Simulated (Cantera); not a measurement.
Input: 1 mol SiCl4, 0.7 mol HCl, 9.1 mol H2, at 1077 °C and 2.30 bar.

These are equilibrium values from Cantera (NASA tables, ideal gas, pure condensed phases), not measurements of a reactor. Candidate condensed phases: Si; 19 gas species. The tables' values for SiCl3 are old estimates; treat these amounts as uncertain. The numbers say what is thermodynamically allowed, not how fast it happens.

Base state: H2 0.799, HCl 0.109, SiCl4 0.0539, SiHCl3 0.0226, SiCl3 0.00796, SiCl2 0.00587, SiH2Cl2 0.00138, SiH3Cl 2.39e-5 (mole fractions); condensed: gas only.

Question: What changes in the equilibrium state with this change: temperature from 1077 °C to 702 °C?

Answer: 
```
species   before    after
-------  -------  -------
H2         0.799    0.837
SiCl4     0.0539   0.0866
HCl        0.109   0.0708
SiHCl3    0.0226  0.00585
SiCl2    0.00587  9.10e-7
SiH3Cl   2.39e-5  7.40e-8
```

Question: What changes in the equilibrium state with this change: HCl from 0.7 to 5.1 mol?

Answer: 
| species | before | after |
|---|---|---|
| H2 | 0.799 | 0.590 |
| HCl | 0.109 | 0.344 |
| SiCl4 | 0.0539 | 0.0572 |
| SiHCl3 | 0.0226 | 0.00562 |
| SiH3Cl | 2.39e-5 | 3.28e-7 |
| SiH2Cl2 | 0.00138 | 8.06e-5 |

Question: What changes in the equilibrium state with this change: pressure from 2.30 bar to 0.610 bar?

Answer: 
```
species   before     after
-------  -------  --------
H2         0.799     0.786
HCl        0.109     0.123
SiCl4     0.0539    0.0464
SiCl2    0.00587    0.0147
SiCl3    0.00796    0.0117
SiHCl3    0.0226    0.0169
SiH3Cl   2.39e-5   1.36e-5
SiH2Cl2  0.00138  0.000901
```
